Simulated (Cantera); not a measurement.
Input: 1 mol SiCl4, 0.3 mol NO, a varied amount of N2, at 698 K and 0.00650 bar.

Method: chemical equilibrium by Gibbs-energy minimisation in Cantera with the NASA 1993 tables (ideal gas, pure condensed phases). Candidate condensed phases: Si, SiO2, Si2N2O, Si3N4; 23 gas species. Rates play no part.

x: gas mole fraction; n: condensed amount in mol.

| n(N2) (mol) | x N2 | x SiCl4 | x Cl2 | x Cl | n SiO2(α-quartz) |
|---|---|---|---|---|---|
| 12 | 0.914 | 0.0639 | 0.0226 | 1.16e-6 | 0.150 |
| 18 | 0.940 | 0.0440 | 0.0155 | 9.62e-7 | 0.150 |
| 25 | 0.956 | 0.0323 | 0.0114 | 8.24e-7 | 0.150 |
| 35 | 0.968 | (withheld) | (withheld) | (withheld) | 0.150 |
| 50 | 0.978 | (withheld) | (withheld) | (withheld) | 0.150 |
| 71 | 0.984 | 0.0118 | 0.00415 | 4.97e-7 | 0.150 |
| 100 | 0.989 | 0.00839 | 0.00296 | 4.20e-7 | 0.150 |
| 140 | 0.992 | 0.00602 | 0.00212 | 3.56e-7 | 0.150 |

Complete the blanks.


- 50, x SiCl4: 0.0166
- 50, x Cl2: 0.00585
- 50, x Cl: 5.90e-7
- 35, x SiCl4: 0.0234
- 35, x Cl2: 0.00826
- 35, x Cl: 7.01e-7
